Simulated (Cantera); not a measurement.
A closed system holds: 1 mol Ni, a varied amount of H2S, 3.4 mol H2, equilibrated at 800 °C and 10.0 Torr.

Method: chemical equilibrium by Gibbs-energy minimisation in Cantera with the NASA 1993 tables (ideal gas, pure condensed phases). Candidate condensed phases: Ni, NiS, NiS2, Ni3S2, Ni3S4, S; 9 gas species. Metal and sulfide melt together well below either melting point, which pure phases cannot show. Mutual solubility and eutectic melting of coexisting phases are not modelled. The numbers say what is thermodynamically allowed, not how fast it happens.

Which condensed phases are stable at each of these points (n(H2S) (mol)): 0.014, 0.048, 0.081, 0.12, 0.15, 0.18, 0.22, 0.25, 0.28, 0.32, 0.35, 0.39?


```csv
n(H2S) (mol),condensed phases,Ni condensed (%)
0.014,Ni(s),100.0
0.048,Ni(s) + Ni3S2(l),100.0
0.081,Ni(s) + Ni3S2(l),100.0
0.12,Ni(s) + Ni3S2(l),100.0
0.15,Ni(s) + Ni3S2(l),100.0
0.18,Ni(s) + Ni3S2(l),100.0
0.22,Ni(s) + Ni3S2(l),100.0
0.25,Ni(s) + Ni3S2(l),100.0
0.28,Ni(s) + Ni3S2(l),100.0
0.32,Ni(s) + Ni3S2(l),100.0
0.35,Ni(s) + Ni3S2(l),100.0
0.39,Ni(s) + Ni3S2(l),100.0
```

At 0.014 mol H2S the condensed part is Ni(s). From 0.048 mol H2S to 0.39 mol H2S the condensed part is Ni(s) + Ni3S2(l).
